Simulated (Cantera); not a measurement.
Feed: 1 mol V2O5, a varied amount of H2, held at 10000 Pa.

Equilibrium computed with Cantera from the NASA thermochemical tables; the gas is ideal and each condensed phase is pure. Candidate condensed phases: H2O, V, VO, V2O3, V2O4, V2O5; 12 gas species. Mutual solubility and eutectic melting of coexisting phases are not modelled. VO: taken at fixed stoichiometry. Condensed phases not in the tables: the oxides between V2O3 and V2O5 other than VO2. Kinetics and transport are ignored.

Stable condensed phases, one row left out:

```
T in °C \ n(H2) in mol
          92 130 180 220 260 300 340 390
   1502    A   A   B   B   C   C   C   C
   1477    A   A   B   B   C   C   C   C
   1452    A   A   A   B   B   C   C   C
   1427    A   A   A   B   B   B   C   C
   1402    A   A   A   A   B   B   B   C
   1377    A   A   A   A   B   B   B   C
   1327    A   A   A   A   A   A   B   B
   1302    A   A   A   A   A   A   A   B
   1277    A   A   A   A   A   A   A   A
   1252    A   A   A   A   A   A   A   A
   1227    A   A   A   A   A   A   A   A
```

A: V2O3; B: VO + V2O3; C: VO.

Problem. Give the row for 1352 °C.

Solution. 92: V2O3; 130: V2O3; 180: V2O3; 220: V2O3; 260: V2O3; 300: VO + V2O3; 340: VO + V2O3; 390: VO + V2O3.
